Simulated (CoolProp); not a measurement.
A simple Rankine cycle with cis-2-butene: condensing at 312.15 K, boiler at 3.48 MPa, turbine inlet 428.6 K, turbine efficiency 0.7, pump efficiency 0.6, no recuperator. Each further row changes one setting.

The numbers come from the reference Helmholtz-energy equation of state, Lemmon 2005 in CoolProp. It is a short technical equation, of lower accuracy than the large ones.

```
case                             thermal efficiency (%)  net work (kJ/kg)  heat in (kJ/kg)  turbine exit temperature (K)  volume ratio over the turbine
-------------------------------  ----------------------  ----------------  ---------------  ----------------------------  -----------------------------
as stated                                          12.8              61.3              481                         337.3                           14.1
turbine inlet 448.6 K                              13.2              72.0              544                         368.1                              …
condensing temperature 304.15 K                    13.7              68.5                …                         331.4                           17.8
boiler pressure 2.44 MPa                           11.9                 …              529                         364.5                           8.12
turbine efficiency 0.6                             10.7              51.3              481                         343.2                           14.4
```

Q: What belongs in the gaps?

A: 
- turbine inlet 448.6 K, volume ratio over the turbine: 12.4
- condensing temperature 304.15 K, heat in (kJ/kg): 499
- boiler pressure 2.44 MPa, net work (kJ/kg): 63.3
